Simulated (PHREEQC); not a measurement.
Make-up at 25 °C: 140 mmol/kgw H3BO3 and 11 mmol/kgw KOH. Closed to the air; pH follows from the charge balance.

Model: Pitzer model, pitzer.dat, run in PHREEQC.

This is a speciation only: nothing precipitates in the calculation.

Question: Order these B species by the share of B that they hold, largest first: B4O5(OH)4-2, B(OH)3, B(OH)4-, B3O3(OH)4-.

Answer: B(OH)3 (85 %), B3O3(OH)4- (10.0 %), B(OH)4- (4.3 %), B4O5(OH)4-2 (0.43 %)

The pH is 7.89 and the ionic strength 0.0112 mol/kgw.
